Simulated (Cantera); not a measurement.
Cantera with NASA thermochemical tables; ideal gases at 1 bar, condensed phases pure. Values are per mole of reaction as written; species without (g) are pure solids or liquids, kept so even where they would boil at 1 bar.

2 Ti + O2(g) ⇌ 2 TiO(g), with ΔH° = 108.8 kJ and ΔS° = 200.3 J/K at 300 K.

Question: How far is the shortcut ΔG° ≈ ΔH°(300 K) − T·ΔS°(300 K) from the full temperature-dependent value at 1298, 1348, 1398, 1448, 1498, 1548, 1598, 1648 K?

Answer: 
| T (K) | shortcut (kJ) | full (kJ) | difference (kJ) | difference in log10 K | condensed phases |
|---|---|---|---|---|---|
| 1298 | -151.2 | -134.8 | -16.4 | 0.66 | Ti(β) |
| 1348 | -161.2 | -143.1 | -18.1 | 0.70 | Ti(β) |
| 1398 | -171.2 | -151.3 | -19.9 | 0.74 | Ti(β) |
| 1448 | -181.2 | -159.5 | -21.7 | 0.78 | Ti(β) |
| 1498 | -191.2 | -167.7 | -23.5 | 0.82 | Ti(β) |
| 1548 | -201.2 | -175.8 | -25.4 | 0.86 | Ti(β) |
| 1598 | -211.3 | -183.9 | -27.4 | 0.89 | Ti(β) |
| 1648 | -221.3 | -191.9 | -29.4 | 0.93 | Ti(β) |
The shortcut ignores heat capacities and the phase changes listed.
